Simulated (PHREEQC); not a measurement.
Dissolve 0.035 mol/kgw HF, 0.003 mol/kgw NaOH and 0.014 mol/kgw NaCl at 25 °C. Closed to the air; pH follows from the charge balance.

Computed with PHREEQC (ion-association model, phreeqc.dat).

Each row changes one thing in this solution. Precipitation was switched off in this run.

```csv
case,pH,ionic strength (mol/kgw),HF (mol/kgw),F- (mol/kgw),HF2- (mol/kgw),NaF (mol/kgw)
as made,2.46,0.0208,0.0275,0.00618,0.000652,4.52e-5
NaOH from 0.003 to 0.0033 mol/kgw,2.48,0.0210,0.0273,0.00634,0.000664,4.72e-5
NaOH replaced by Na3PO4 at the same molality,2.63,0.0255,0.0249,0.00843,0.000805,8.12e-5
NaCl left out,2.47,0.00663,0.0277,0.00599,0.000638,8.67e-6
HF from 0.035 to 0.0175 mol/kgw,2.72,0.0191,0.0121,0.00488,0.000227,3.61e-5
```

Complexes and solids missing from the database can't appear.
